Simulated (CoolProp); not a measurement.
A single-stage vapour-compression cycle with R113: evaporating at 308.15 K (dew point), condensing at 372.15 K (bubble point), superheat 8 K, subcooling 5 K, compressor efficiency 0.9, no pressure losses. Each further row changes one setting.

Values from CoolProp's reference Helmholtz-energy equation of state, Marx 1992.

```
case                              cooling COP  pressure ratio  discharge temperature (K)  refrigerating effect (kJ/kg)  volumetric capacity (kJ/m³)
--------------------------------  -----------  --------------  -------------------------  ----------------------------  ---------------------------
as stated                                3.33            6.52                      372.1                          97.0                          465
evaporating temperature 313.15 K         3.78            5.45                      372.1                           100                          567
condensing temperature 367.15 K          3.74            5.78                      367.2                           102                          489
subcooling 10 K                          3.50            6.52                      372.1                           102                          489
superheat 18 K                           3.43            6.52                      376.4                           104                          481
compressor efficiency 0.8                2.96            6.52                      372.1                          97.0                          465
```

The compression ends wet for: as stated; evaporating temperature 313.15 K; condensing temperature 367.15 K; subcooling 10 K; compressor efficiency 0.8.
